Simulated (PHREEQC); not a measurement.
**Silver or lead bath**

Dissolve 1.7 mmol/kgw PbCl2 and 70 mmol/kgw NaCl at 20 °C and 300 atm. Closed to the air; pH follows from the charge balance.

The numbers come from PHREEQC with the ion-association model, phreeqc.dat.

Each row changes one thing in this solution. No solid was allowed to form.

```tsv
case	pH	SI of Halite (NaCl)
as made	5.56	-4.11
temperature from 20 to 50 °C	[?]	-4.13
PbCl2 replaced by BaCl2 at the same molality	7.01	[?]
diluted 10-fold with water	5.84	[?]
diluted 2-fold with water	[?]	[?]
```

Fill in the missing entries.


- temperature from 20 to 50 °C, pH: 5.65
- PbCl2 replaced by BaCl2 at the same molality, SI of Halite (NaCl): -4.10
- diluted 10-fold with water, SI of Halite (NaCl): -5.99
- diluted 2-fold with water, pH: 5.62
- diluted 2-fold with water, SI of Halite (NaCl): -4.66

Under pressure, the constants of complexes without a molar volume in the database are unreliable. Away from 25 °C the constants follow the database's enthalpies or fits; those with neither stay at their 25 °C values.
